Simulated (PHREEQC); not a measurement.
## Metal-bearing waste water

Make-up at 25 °C: 0.04 mol FeSO4, 0.00022 mol ZnCl2, 0.00028 mol NaH2PO4 and 0.017 mol NaCl per kg of water. Closed to the air; pH follows from the charge balance.

Equilibrium calculation in PHREEQC: ion-association model, wateq4f.dat.

```
Item                   Result
--------------  -------------
pH                       5.21
ionic strength  0.117 mol/kgw
```

| species | molality | activity | log γ |
|---|---|---|---|
| Fe+2 | 0.0251 | 0.00959 | -0.417 |
| SO4-2 | 0.0247 | 0.00872 | -0.452 |
| Cl- | 0.0172 | 0.0129 | -0.124 |
| Na+ | 0.0166 | 0.0128 | -0.112 |
| FeSO4 | 0.0145 | 0.0149 | 0.012 |
| NaSO4- | 0.000719 | 0.000560 | -0.109 |
| FeCl+ | 0.000222 | 0.000171 | -0.112 |
| FeH2PO4+ | 0.000220 | 0.000171 | -0.109 |
| Zn+2 | 0.000114 | 4.35e-5 | -0.417 |
| ZnSO4 | 8.66e-5 | 8.89e-5 | 0.012 |
| H2PO4- | 4.57e-5 | 3.56e-5 | -0.109 |
| Zn(SO4)2-2 | 1.77e-5 | 6.30e-6 | -0.449 |
| FeHPO4 | 1.34e-5 | 1.38e-5 | 0.012 |

This is a speciation only: nothing precipitates in the calculation. Saturation is exceeded, for instance for Vivianite; the values hold only as long as no solid forms. H3PO4, which wateq4f.dat lacks, is added to it with the constant of phreeqc.dat. The database has no phosphate complexes of Zn.
